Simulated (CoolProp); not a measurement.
Model: reference Helmholtz-energy equation of state, Younglove 1994, in CoolProp. It is a modified Benedict-Webb-Rubin equation, recast in Helmholtz form.

For R123, give the phase and the cp (kJ/(kg K)), viscosity (µPa s), Prandtl number at 500 K and 0.0702 MPa; 500 K and 2.43 MPa.


- 500 K and 0.0702 MPa: gas; cp 0.869, viscosity 17.2, Prandtl number 0.721
- 500 K and 2.43 MPa: gas; cp 0.982, viscosity 18.6, Prandtl number 0.786

Viscosity comes from a separate model (Tanaka 1996). Thermal conductivity comes from a separate model (Laesecke 1996).
